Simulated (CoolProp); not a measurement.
A Linde-Hampson liquefier for carbon monoxide: isothermal reversible compression at 290 K from 1 atm to 5 MPa, throttling to 1 atm, return gas leaving the recuperator 0 K below the feed. Each further row changes one setting.

The numbers come from the reference Helmholtz-energy equation of state, Lemmon 2006 in CoolProp. It is a short technical equation, of lower accuracy than the large ones.

| case | liquid yield per pass | compression work (kJ/kg of gas) |
|---|---|---|
| as stated | ___ | 334 |
| high pressure 10 MPa | ___ | 393 |
| warm-end temperature 320 K | ___ | 370 |
| warm-end gap 5 K | 0.018 | 334 |

Q: Fill in the missing entries.

A: 
- as stated, liquid yield per pass: 0.030
- high pressure 10 MPa, liquid yield per pass: 0.056
- warm-end temperature 320 K, liquid yield per pass: 0.022
